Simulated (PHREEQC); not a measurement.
Solution (25 °C): 24 mmol/kgw HCl, 0.051 mmol/kgw ZnSO4 and 23 mmol/kgw MnSO4. Closed to the air; pH follows from the charge balance.

Computed with PHREEQC (ion-association model, phreeqc.dat).

```tsv
quantity	before	after
pH	1.85	1.68
ionic strength (mol/kgw)	0.0790	0.0241
SO4-2 (mol/kgw)	0.0105	2.18e-5
HSO4- (mol/kgw)	0.00722	2.91e-5
```

Q: Which change was made?
(A) 0.014 mol/kgw Na2SO4 added
(B) temperature from 25 to 55 °C
(C) MnSO4 left out
(D) ZnSO4 from 5.1e-05 to 5.61e-05 mol/kgw
(E) diluted 2-fold with water

A: C, MnSO4 left out

Precipitation was switched off in this run.
